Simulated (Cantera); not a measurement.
A perfectly stirred reactor is fed with 28.6 % H₂, 71.4 % O₂, at 390 Pa; it is held at 1150 K, and followed from long to short residence time.

Detailed kinetics in Cantera: GRI-Mech 3.0 (53 species, 325 reactions). Radical loss at walls, strong at low pressure, is not modelled. The temperature is held fixed by assumption; the heat of reaction is taken as removed at once.

One state of this run: x H₂ = 0.165; x O₂ = 0.654; x H₂O = 0.0860; x H₂O₂ = 1.27e-7; x H = 0.0602; x O = 0.0250; x HO₂ = 2.11e-6. x: mole fraction; the columns are a selection and need not sum to one.

### Question
Which value of τ (s) does it belong to?
(A) 0.00061
(B) 0.0054
(C) 0.42
(D) 0.0018

### Answer
A, 0.00061
